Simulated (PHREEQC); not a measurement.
HNO3 is added in steps, without added water, to 1 kg of water holding 0.0015 mol KH2PO4 and 7e-05 mol K2HPO4, at 20 °C. Oxygen alone is held at its pressure in air (log pO2 = -0.68). No CO2 enters from the air. Precipitation was switched off in this run.

Base run: PHREEQC, ion-association model, wateq4f.dat. Each further column changes one thing. The table gives H3PO4 (mol/kgw).

| HNO3 added (mol) | base | metal-ligand complexes left out | Debye-Hückel limiting law | all activity coefficients set to 1 | database phreeqc.dat |
|---|---|---|---|---|---|
| 0 | 2.87e-7 | 2.86e-7 | 2.88e-7 | 2.63e-7 | 2.87e-7 |
| 0.00075 | 0.000106 | 0.000106 | 0.000105 | 0.000114 | 0.000106 |
| 0.00125 | 0.000175 | 0.000175 | 0.000173 | 0.000189 | 0.000175 |
| 0.002 | 0.000267 | 0.000267 | 0.000264 | 0.000290 | 0.000267 |
| 0.00275 | 0.000347 | 0.000347 | 0.000343 | 0.000379 | 0.000347 |
| 0.00325 | 0.000396 | 0.000396 | 0.000390 | 0.000433 | 0.000396 |
| 0.004 | 0.000461 | 0.000461 | 0.000454 | 0.000505 | 0.000461 |
| 0.00475 | 0.000520 | 0.000520 | 0.000511 | 0.000569 | 0.000520 |
| 0.00525 | 0.000556 | 0.000556 | 0.000546 | 0.000608 | 0.000556 |
| 0.006 | 0.000605 | 0.000605 | 0.000593 | 0.000662 | 0.000605 |
| 0.00675 | 0.000649 | 0.000649 | 0.000636 | 0.000710 | 0.000649 |
| 0.00725 | 0.000676 | 0.000676 | 0.000663 | 0.000740 | 0.000676 |
| 0.008 | 0.000714 | 0.000714 | 0.000699 | 0.000781 | 0.000714 |

H3PO4, which wateq4f.dat lacks, is added to it with the constant of phreeqc.dat.  phreeqc.dat and wateq4f.dat share most of their constants, so their agreement is no independent check.
